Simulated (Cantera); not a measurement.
Input (Python, Cantera) and output of one run.

```python
import numpy as np
import cantera as ct

gas_names = [...]  # 110 gases of nasa_gas.yaml made of C, H, O
cond_names = """
    C(gr) C6H6(L) C7H8(L) C8H18(L),n-octa H2O(s) H2O(L)
""".split()


# ... load() reads the species with a 1 bar reference pressure and builds the phases ...
atoms = {
    'C2H2': {'C': 2, 'H': 2},
    'O2': {'O': 2},
    'H2': {'H': 2},
}
top_T = {'C(gr)': 4500}  # K; cautious upper limits of use, not melting points


# ... equilibrate(T, P, feed) seeds the gas with the atoms and calls Mixture.equilibrate('TP', solver="vcs", rtol=1e-11, max_steps=5000) ...
results = []
feed = {'C2H2': 1, 'O2': 0.053, 'H2': 91}  # mol
T = 1373.15  # K
P = 100000  # Pa
mix = equilibrate(T, P, feed)
results.append((T, P, feed, dict(zip(mix.species_names, mix.species_moles))))
x = sorted(zip(gas.X, gas.species_names), reverse=True)
print(f"T = {T:g} K  P = {P:g} Pa  gas = {mix.phase_moles(0):.4g} mol")
print("   x: " + "  ".join(f"{s} {v:.3e}" for v, s in x if v > 0.0001))
print("   condensed (mol): " + ("  ".join(f"{mix.phase(i).name} {mix.phase_moles(i):.4g}"
      for i in range(1, mix.n_phases) if mix.phase_moles(i) > 1e-12) or "none"))
```

Result:

```
T = 1373.15 K  P = 100000 Pa  gas = 91.65 mol
   x: H2 9.939e-01  CH4 4.969e-03  CO 1.151e-03
   condensed (mol): C(gr) 1.438
```

Cantera equilibrium calculation (NASA polynomials, part measured and part estimated; ideal gas, pure solids and liquids).
